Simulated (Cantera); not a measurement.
# Si + SF₆ + N₂ (silicon etching in halogen gases)

Input: 1 mol Si, 2.3 mol SF₆, a varied amount of N₂, equilibrated at 775 K and 3.90 mbar.

Cantera equilibrium calculation (NASA polynomials, part measured and part estimated; ideal gas, pure solids and liquids). Candidate condensed phases: S, Si, Si₃N₄; 29 gas species. The tables' values for S₂F₂ (SSF₂), SF₃ are old estimates; treat these amounts as uncertain. The numbers say what is thermodynamically allowed, not how fast it happens.

```
n(N₂) (mol)  log p N₂  log p SF₄  log p SiF₄  log p SF₆  log p S₂F₂ (SSF₂)  log p SF₂  log p SF₃  log p SF₅
-----------  --------  ---------  ----------  ---------  -----------------  ---------  ---------  ---------
7               -2.58      -3.15       -3.42      -3.85              -5.10      -5.84      -5.89      -8.60
11              -2.52      -3.28       -3.56      -4.01              -5.33      -5.96      -6.02      -8.75
15              -2.49      -3.39       -3.67      -4.13              -5.50      -6.05      -6.11      -8.86
19              -2.48      -3.47       -3.76      -4.22              -5.64      -6.13      -6.19      -8.95
23              -2.47      -3.54       -3.83      -4.30              -5.77      -6.19      -6.26      -9.02
27              -2.46      -3.60       -3.89      -4.36              -5.87      -6.25      -6.32      -9.08
31              -2.45      -3.66       -3.94      -4.42              -5.96      -6.29      -6.37      -9.14
36              -2.45      -3.71       -4.00      -4.48              -6.07      -6.35      -6.43      -9.20
40              -2.44      -3.76       -4.05      -4.53              -6.14      -6.39      -6.47      -9.24
44              -2.44      -3.79       -4.08      -4.57              -6.21      -6.42      -6.50      -9.28
48              -2.44      -3.83       -4.12      -4.60              -6.27      -6.45      -6.54      -9.32
52              -2.44      -3.86       -4.15      -4.64              -6.33      -6.48      -6.57      -9.35
```
log p: log10 of the partial pressure in bar; nothing condenses.

From 7 mol N₂ to 52 mol N₂ nothing is condensed. The main Si-bearing gas is SiF₄ throughout.
